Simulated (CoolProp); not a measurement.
Model: reference Helmholtz-energy equation of state, Lemmon 2005, in CoolProp. It is a short technical equation, of lower accuracy than the large ones.

**Question.** For isobutene, give the phase and the cp (kJ/(kg K)), cv (kJ/(kg K)) at 142.3 K and 0.0662 MPa.

**Answer.** 
- 142.3 K and 0.0662 MPa: liquid; cp 1.91, cv 1.32
